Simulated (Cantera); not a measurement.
An adiabatic, constant-volume homogeneous reactor starts with CO : H₂ : O₂ : N₂ = 1 : 0.26 : 0.45 : 1.69 (molar parts), at 1325 K and 1.20 bar.

Model: GRI-Mech 3.0 (53 species, 325 reactions), integrated in Cantera.

Predict: time of steepest temperature rise; temperature at 4.00 s; equilibrium temperature; x(CO) at 4.00 s; x(H₂) at 4.00 s; x(O₂) at 4.00 s; x(H₂O₂) at 4.00 s; x(HO₂) at 4.00 s.


```json
{
  "time_of_steepest_temperature_rise": "33.1 µs",
  "temperature at 4.00 s": "2926 K",
  "equilibrium_temperature": "2926 K",
  "x(CO) at 4.00 s": "0.172 (gas-phase equilibrium 0.172)",
  "x(H₂) at 4.00 s": "0.00974 (gas-phase equilibrium 0.00974)",
  "x(O₂) at 4.00 s": "0.0207 (gas-phase equilibrium 0.0207)",
  "x(H₂O₂) at 4.00 s": "2.15e-7 (gas-phase equilibrium 2.15e-7)",
  "x(HO₂) at 4.00 s": "6.39e-6 (gas-phase equilibrium 6.39e-6)"
}
```
